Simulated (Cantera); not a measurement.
# Low-pressure radical oxidation in H2/O2

An isothermal, constant-pressure homogeneous reactor starts with H₂ : O₂ = 0.027 : 1 (molar parts), equivalence ratio 0.013, at 925 K and 2670 Pa.

Detailed kinetics in Cantera: the H2/O2 subset of GRI-Mech 3.0, which has no nitrogen chemistry. Radical loss at walls, strong at low pressure, is not modelled. Below about 950 K walls govern HO2 and H2O2 in real vessels.

```tsv
t (s)	x H₂	x O₂	x OH	x H₂O₂	x H₂O
4.00e-6	0.0263	0.974	<1e-12	<1e-12	<1e-12
1.47e-5	0.0263	0.974	<1e-12	<1e-12	<1e-12
5.41e-5	0.0263	0.974	<1e-12	<1e-12	<1e-12
0.000199	0.0263	0.974	4.17e-12	<1e-12	2.99e-12
0.000732	0.0263	0.974	3.68e-11	<1e-12	8.66e-11
0.00269	0.0263	0.974	6.16e-9	<1e-12	2.21e-8
0.00989	0.00624	0.966	0.00134	5.12e-7	0.0177
0.0364	0.000129	0.973	0.000117	1.15e-7	0.0264
0.134	1.52e-5	0.973	3.04e-5	5.32e-8	0.0266
0.492	1.83e-6	0.973	1.00e-5	2.25e-8	0.0266
1.81	1.42e-7	0.973	3.67e-6	7.49e-9	0.0266
6.65	5.51e-9	0.973	1.49e-6	2.18e-9	0.0266
24.5	3.68e-10	0.973	6.79e-7	6.31e-10	0.0266
90.0	7.47e-11	0.973	3.31e-7	1.84e-10	0.0266
```
x: mole fraction; the columns are a selection and need not sum to one.

Equilibrium at this temperature and pressure: H₂ 1.30e-12, O₂ 0.973, OH 4.43e-8, H₂O₂ 4.29e-12, H₂O 0.0266 (gas phase only).
